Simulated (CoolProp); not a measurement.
R245fa along the isobar 3.1 MPa: Z from the reference equation and from simpler models built on Tc = 153.9 °C, pc = 3.651 MPa, ω = 0.378; each cubic takes its own stable root.

Computed with CoolProp (reference Helmholtz-energy equation of state, Akasaka 2015).

| T (°C) | phase | reference |
|---|---|---|
| 14.35 | liquid | 0.1264 |
| 27.05 | liquid | 0.1240 |
| 39.75 | liquid | 0.1221 |
| 52.45 | liquid | 0.1207 |
| 65.15 | liquid | 0.1197 |
| 77.85 | liquid | 0.1193 |
| 90.55 | liquid | 0.1196 |
| 103.35 | liquid | 0.1207 |
| 116.05 | liquid | 0.1232 |
| 128.75 | liquid | 0.1282 |
| 141.45 | liquid | 0.1399 |
| 154.15 | gas | 0.5913 |
| 166.85 | gas | 0.6697 |

### Question
How far does each simpler model (van der Waals, Redlich-Kwong, Soave-Redlich-Kwong, Peng-Robinson) lie from the reference over these 13 states: mean and median of the absolute difference, and the worst?

### Answer
- van der Waals: mean 75.9 %, median 66.3 %, worst +308.8 % at 141.45 °C and 3.1 MPa
- Redlich-Kwong: mean 18.4 %, median 18.0 %, worst +37.6 % at 141.45 °C and 3.1 MPa
- Soave-Redlich-Kwong: mean 12.1 %, median 11.0 %, worst +26.9 % at 141.45 °C and 3.1 MPa
- Peng-Robinson: mean 3.4 %, median 2.6 %, worst +13.2 % at 141.45 °C and 3.1 MPa

At some of these states van der Waals gives the other phase, because its saturation line lies elsewhere.
